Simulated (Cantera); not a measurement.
A Cantera script and what it prints.

```python
import numpy as np
import cantera as ct

gas_names = """
    Cu CuF CuF2 Cu2 F F2 H HF H2 H2F2 H3F3 H4F4 H5F5 H6F6 H7F7
""".split()
cond_names = """
    Cu(cr) Cu(L) CuF2(s) CuF2(L)
""".split()


# ... load() reads the species with a 1 bar reference pressure and builds the phases ...
atoms = {
    'Cu': {'Cu': 1},
    'HF': {'H': 1, 'F': 1},
    'H2': {'H': 2},
}
top_T = {}  # K; cautious upper limits of use, not melting points


# ... equilibrate(T, P, feed) seeds the gas with the atoms and calls Mixture.equilibrate('TP', solver="vcs", rtol=1e-11, max_steps=5000) ...
results = []
feed = {'Cu': 1, 'HF': 20, 'H2': 50}  # mol
T = 1323  # K
P = 100000  # Pa
mix = equilibrate(T, P, feed)
results.append((T, P, feed, dict(zip(mix.species_names, mix.species_moles))))
print(gas.report(threshold=0.001))
for i in range(1, mix.n_phases):
    print(f"{mix.phase(i).name:16s} {mix.phase_moles(i):12.5e} mol")
```

Result:

```
       temperature   1323 K
          pressure   1e+05 Pa
           density   0.065056 kg/m^3
  mean mol. weight   7.1562 kg/kmol
   phase of matter   gas

                          1 kg             1 kmol
                     ---------------   ---------------
          enthalpy       -6.5979e+06       -4.7216e+07  J
   internal energy       -8.1351e+06       -5.8216e+07  J
           entropy             26851        1.9215e+05  J/K
    Gibbs function       -4.2121e+07       -3.0143e+08  J
 heat capacity c_p            4417.1             31610  J/K
 heat capacity c_v            3255.2             23295  J/K

                      mass frac. Y      mole frac. X     chem. pot. / RT
                     ---------------   ---------------   ---------------
                HF           0.79876           0.28571           -49.455
                H2           0.20123           0.71429           -18.581
     [  +13 minor]        1.4071e-05        3.3262e-06

Cu(cr)            9.99959e-01 mol
CuF2(L)           0.00000e+00 mol
```

Cantera equilibrium calculation (NASA polynomials, part measured and part estimated; ideal gas, pure solids and liquids).
